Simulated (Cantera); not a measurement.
What does this Cantera script print?

```python
import numpy as np
import cantera as ct

gas_names = """
    CL CL2 H HCL H2 K KCL KH K2 K2CL2
""".split()
cond_names = """
    K(cr) K(L) KCL(s) KCL(L)
""".split()


# ... load() reads the species with a 1 bar reference pressure and builds the phases ...
atoms = {
    'KCl': {'K': 1, 'CL': 1},
    'HCl': {'H': 1, 'CL': 1},
    'H2': {'H': 2},
}
top_T = {}  # K; cautious upper limits of use, not melting points


# ... equilibrate(T, P, feed) seeds the gas with the atoms and calls Mixture.equilibrate('TP', solver="vcs", rtol=1e-11, max_steps=5000) ...
results = []
feed = {'KCl': 1, 'HCl': 0.032, 'H2': 2.6}  # mol
P = 330  # Pa
for T in [1423, 1473, 1523, 1573, 1623, 1673, 1723, 1773, 1823, 1873, 1923]:
    mix = equilibrate(T, P, feed)
    results.append((T, P, feed, dict(zip(mix.species_names, mix.species_moles))))

top = {s: max(r[3][s] / sum(r[3][g] for g in gas_names) for r in results) for s in gas_names}
cols = sorted((s for s in top if top[s] > 1e-06), key=lambda s: -top[s])[:5]
seen = [c for c in cond_names if any(r[3].get(c, 0) > 1e-12 for r in results)]
print("log10 of partial pressures in bar; condensed amounts in mol")
print(f"{'T/K':>10s}" + "".join(f"{s[:9]:>10s}" for s in cols + seen))
for T, P, feed, n in results:
    ng = sum(n[g] for g in gas_names)
    print(f"{T:10.4g}" + "".join(f"{np.log10(max(n[s] / ng * P / 1e5, 1e-99)):10.3f}" for s in cols)
          + "".join(f"{n.get(c, 0):10.4g}" for c in seen))
```

It prints:

```
log10 of partial pressures in bar; condensed amounts in mol
       T/K        H2       KCL       HCL         K         H
      1423    -2.627    -3.047    -4.487    -5.457    -6.491
      1473    -2.627    -3.047    -4.456    -5.226    -6.212
      1523    -2.628    -3.048    -4.415    -5.024    -5.950
      1573    -2.629    -3.050    -4.365    -4.848    -5.705
      1623    -2.630    -3.053    -4.308    -4.693    -5.476
      1673    -2.632    -3.058    -4.247    -4.557    -5.259
      1723    -2.634    -3.063    -4.184    -4.435    -5.056
      1773    -2.636    -3.069    -4.121    -4.326    -4.864
      1823    -2.639    -3.077    -4.059    -4.228    -4.683
      1873    -2.643    -3.086    -3.998    -4.138    -4.512
      1923    -2.648    -3.096    -3.941    -4.056    -4.350
```

Equilibrium computed with Cantera from the NASA thermochemical tables; the gas is ideal and each condensed phase is pure.
